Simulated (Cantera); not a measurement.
Equilibrium for silicon epitaxy and polysilicon growth: SiH4 + HCl + H2

A closed system holds: 1 mol SiH4, 3.8 mol HCl, 720 mol H2, equilibrated at 1.33 mbar.

Equilibrium computed with Cantera from the NASA thermochemical tables; the gas is ideal and each condensed phase is pure. Candidate condensed phases: Si; 19 gas species. The tables' values for SiCl are old estimates; treat these amounts as uncertain. Gases not in the tables: Si2H6 and higher silanes. Kinetics and transport are ignored.

From 948 K to 1623 K the condensed part is Si(s). At 1698 K the condensed part is Si(l). At 1773 K nothing is condensed. The main Si-bearing gas is SiCl2 at 948 K and Si at 1773 K.

```csv
T (K),x H2,x H,x HCl,x Si,n Si(s),n Si(l)
948,0.995,1.43e-8,0.00497,<1e-12,0.933,0
1023,0.995,1.13e-7,0.00512,<1e-12,0.960,0
1098,0.995,6.76e-7,0.00512,1.62e-11,0.960,0
1173,0.995,3.22e-6,0.00511,3.71e-10,0.956,0
1248,0.995,1.28e-5,0.00510,5.82e-9,0.952,0
1323,0.995,4.33e-5,0.00509,6.65e-8,0.948,0
1398,0.995,0.000129,0.00508,5.85e-7,0.944,0
1473,0.994,0.000346,0.00507,4.11e-6,0.936,0
1548,0.994,0.000841,0.00506,2.38e-5,0.915,0
1623,0.993,0.00189,0.00504,0.000117,0.834,0
1698,0.990,0.00394,0.00501,0.000493,0,0.530
1773,0.986,0.00774,0.00503,0.00120,0,0
```
x: gas mole fraction; n: condensed amount in mol.
